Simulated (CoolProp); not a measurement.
Vapour pressure (bar) of n-nonane: the reference equation beside estimates from Tc = 594.5 K, pc = 22.82 bar, ω = 0.443. Clausius-Clapeyron is anchored at 391.1 K with a constant enthalpy of vaporisation of 39.66 kJ/mol.

The numbers come from the reference Helmholtz-energy equation of state, Lemmon 2006 in CoolProp. It is a short technical equation, of lower accuracy than the large ones.

```tsv
T (K)	reference	Lee-Kesler	Clausius-Clapeyron	Redlich-Kwong	Soave-Redlich-Kwong	Peng-Robinson
368.7	0.1788	0.1757	0.1852	0.6554	0.1764	0.1819
373.2	0.2110	0.2076	0.2165	0.7392	0.2083	0.2142
377.7	0.2476	0.2442	0.2521	0.8308	0.2449	0.2509
382.2	0.2894	0.2859	0.2925	0.9306	0.2865	0.2927
386.6	0.3355	0.3321	0.3372	1.037	0.3326	0.3389
391.1	0.3886	0.3855	0.3886	1.154	0.3857	0.3920
395.6	0.4484	0.4455	0.4465	1.281	0.4456	0.4518
400.1	0.5152	0.5128	0.5113	1.418	0.5127	0.5186
404.6	0.5899	0.5879	0.5838	1.565	0.5877	0.5932
409	0.6709	0.6697	0.6628	1.720	0.6693	0.6741
413.5	0.7627	0.7624	0.7525	1.889	0.7619	0.7659
418	0.8641	0.8649	0.8520	2.070	0.8643	0.8673
422.5	0.9759	0.9780	0.9622	2.263	0.9774	0.9790
427	1.099	1.102	1.084	2.469	1.102	1.102
431.4	1.230	1.235	1.215	2.682	1.235	1.234
```

Absolute difference from the reference over all 15 rows, mean and median: Lee-Kesler 0.7 and 0.5 %, Clausius-Clapeyron 1.3 and 1.2 %, Redlich-Kwong 181.6 and 175.2 %, Soave-Redlich-Kwong 0.6 and 0.5 %, Peng-Robinson 0.8 and 0.7 %.
